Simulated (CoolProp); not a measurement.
A Linde-Hampson liquefier for ethane: isothermal reversible compression at 320 K from 1 atm to 20 MPa, throttling to 1 atm, return gas leaving the recuperator 0 K below the feed. Each further row changes one setting.

Model: reference Helmholtz-energy equation of state, Bücker 2006, in CoolProp.

| case | liquid yield per pass | compression work (kJ/kg of gas) |
|---|---|---|
| as stated | ? | 366 |
| high pressure 40 MPa | ? | ? |
| warm-end temperature 350 K | ? | ? |
| warm-end gap 5 K | ? | 366 |

**Question.** Fill in the missing entries.

**Answer.** 
- as stated, liquid yield per pass: 0.465
- high pressure 40 MPa, liquid yield per pass: 0.461
- high pressure 40 MPa, compression work (kJ/kg of gas): 414
- warm-end temperature 350 K, liquid yield per pass: 0.381
- warm-end temperature 350 K, compression work (kJ/kg of gas): 429
- warm-end gap 5 K, liquid yield per pass: 0.458
